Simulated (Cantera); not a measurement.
Charge: 1 mol TEOS, 8.9 mol NO, 1.9 mol H2, held at 95.0 mbar.

Equilibrium computed with Cantera from the NASA thermochemical tables; the gas is ideal and each condensed phase is pure. Candidate condensed phases: C, C6H6, C7H8, C8H18, H2O, Si, SiC, SiO2, Si2N2O, Si3N4; 151 gas species. The feed counts by its element totals alone. The numbers say what is thermodynamically allowed, not how fast it happens. All values below are at 875 K.

Base state: H2 0.432, CO 0.250, N2 0.185, CO2 0.0767, H2O 0.0503, CH4 0.00642, NH3 1.73e-5 (mole fractions); condensed: SiO2(β-quartz).

Q: What changes in the equilibrium state with this change: NO from 8.9 to 2.5 mol?

A: 
```tsv
species	before	after
H2	0.432	0.657
CO	0.250	0.173
N2	0.185	0.0774
CH4	0.00642	0.0179
CO2	0.0767	0.0307
H2O	0.0503	0.0441
NH3	1.73e-5	2.10e-5
SiO2(β-quartz), mol	1.00	1.00
C(graphite), mol	0	4.42
```
